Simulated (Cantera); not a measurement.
A closed system holds: 1 mol SiCl4, a varied amount of N2, equilibrated at 1775 °C and 133 Pa.

These are equilibrium values from Cantera (NASA tables, ideal gas, pure condensed phases), not measurements of a reactor. Candidate condensed phases: Si, Si3N4; 13 gas species. The tables' values for SiCl3, SiCl are old estimates; treat these amounts as uncertain. Kinetics and transport are ignored.

x: gas mole fraction; nothing condenses.

```json
[
 {"n(N2) (mol)": "1.6", "x N2": "0.353", "x Cl": "0.426", "x SiCl2": "0.206", "x SiCl3": "0.0137", "x SiCl4": "0.000979", "x SiCl": "0.000475"},
 {"n(N2) (mol)": "3.8", "x N2": "(withheld)", "x Cl": "(withheld)", "x SiCl2": "(withheld)", "x SiCl3": "0.00638", "x SiCl4": "(withheld)", "x SiCl": "0.000478"},
 {"n(N2) (mol)": "6", "x N2": "0.669", "x Cl": "0.220", "x SiCl2": "0.107", "x SiCl3": "0.00368", "x SiCl4": "0.000136", "x SiCl": "0.000480"},
 {"n(N2) (mol)": "8.2", "x N2": "0.733", "x Cl": "0.177", "x SiCl2": "0.0864", "x SiCl3": "0.00240", "x SiCl4": "7.11e-5", "x SiCl": "0.000480"},
 {"n(N2) (mol)": "10", "x N2": "0.770", "x Cl": "(withheld)", "x SiCl2": "(withheld)", "x SiCl3": "0.00179", "x SiCl4": "(withheld)", "x SiCl": "0.000479"},
 {"n(N2) (mol)": "13", "x N2": "0.813", "x Cl": "0.125", "x SiCl2": "0.0606", "x SiCl3": "0.00118", "x SiCl4": "2.48e-5", "x SiCl": "0.000478"},
 {"n(N2) (mol)": "15", "x N2": "0.833", "x Cl": "0.111", "x SiCl2": "0.0539", "x SiCl3": "0.000938", "x SiCl4": "1.75e-5", "x SiCl": "0.000477"},
 {"n(N2) (mol)": "17", "x N2": "0.850", "x Cl": "0.100", "x SiCl2": "0.0485", "x SiCl3": "0.000761", "x SiCl4": "1.28e-5", "x SiCl": "0.000476"},
 {"n(N2) (mol)": "19", "x N2": "0.863", "x Cl": "0.0912", "x SiCl2": "0.0440", "x SiCl3": "0.000630", "x SiCl4": "9.63e-6", "x SiCl": "0.000475"},
 {"n(N2) (mol)": "21", "x N2": "0.875", "x Cl": "0.0838", "x SiCl2": "0.0403", "x SiCl3": "0.000530", "x SiCl4": "7.44e-6", "x SiCl": "0.000473"}
]
```

### Question
Fill in the missing entries.

### Answer

- 10, x Cl: 0.153
- 10, x SiCl2: 0.0745
- 10, x SiCl4: 4.58e-5
- 3.8, x N2: 0.562
- 3.8, x Cl: 0.289
- 3.8, x SiCl2: 0.141
- 3.8, x SiCl4: 0.000310
